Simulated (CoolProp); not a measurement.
Vapour-liquid equilibrium of CH2F2 (R32) (1) + R134a (2) at 193.4 K; x and y are mole fractions of (1).

Computed with CoolProp (multi-fluid Helmholtz-energy mixture model, Tillner-Roth 1997 and Tillner-Roth 1994; pair parameters Lemmon 2004).

```tsv
x	bubble pressure (MPa)	y at the bubble point	dew pressure at overall composition x (MPa)	liquid density (mol/L)
0.05	0.004598	0.225	0.003909	15.28
0.15	0.006246	0.487	0.004276	15.92
0.25	0.007834	0.637	0.004719	16.62
0.35	0.009375	0.735	0.005262	17.38
0.45	0.01088	0.805	0.005946	18.21
0.55	0.01236	0.857	0.006829	19.13
0.65	0.01382	0.899	0.008011	20.14
0.75	0.01529	0.934	0.009667	21.27
0.85	0.01675	0.963	0.01213	22.53
0.95	0.01824	0.989	0.01606	23.96
```

No azeotrope shows between x = 0.05 and 0.95.

Pair parameters are fitted to limited data, so mixtures are less certain than the pure fluids.
